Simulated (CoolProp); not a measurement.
A closed Brayton cycle with carbon dioxide: compressor inlet 307.15 K and 7.7 MPa, high pressure 22.3 MPa, turbine inlet 900 K, compressor efficiency 0.85, turbine efficiency 0.9, recuperator effectiveness 0.9 (on enthalpy, no pinch check). Each further row changes one setting.

The numbers come from the reference Helmholtz-energy equation of state, Span 1996 in CoolProp.

```
case                           thermal efficiency (%)  net work (kJ/kg)  compressor to turbine work  compressor exit (K)  turbine exit (K)
-----------------------------  ----------------------  ----------------  --------------------------  -------------------  ----------------
as stated                                           ?               115                        0.25                371.9             766.7
turbine inlet 850 K                              36.1               106                        0.26                371.9             721.4
compressor inlet 317.15 K                        36.4                 ?                        0.34                403.7             766.7
high pressure 19 MPa                                ?               101                        0.23                362.0             786.1
recuperator effectiveness 0.5                    23.5               115                        0.25                371.9             766.7
```

### Question
Complete the blanks.

### Answer

- as stated, thermal efficiency (%): 37.5
- compressor inlet 317.15 K, net work (kJ/kg): 100
- high pressure 19 MPa, thermal efficiency (%): 35.6
